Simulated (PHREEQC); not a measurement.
A solution holds 0.01 mol H3AsO4, 0.031 mol HCl and 0.00064 mol CuSO4 per kg of water, at 23 °C. Closed to the air; pH follows from the charge balance.

All values are PHREEQC results (ion-association model, wateq4f.dat), not measurements.

No solid was allowed to form.

Question: What pH does the model give?

Answer: pH 1.55.

Question: In which forms is As present?

Answer: H3AsO4 82 %, H2AsO4- 18 % of the As.

Complexes and solids missing from the database can't appear. The database has no arsenate complexes of Cu.
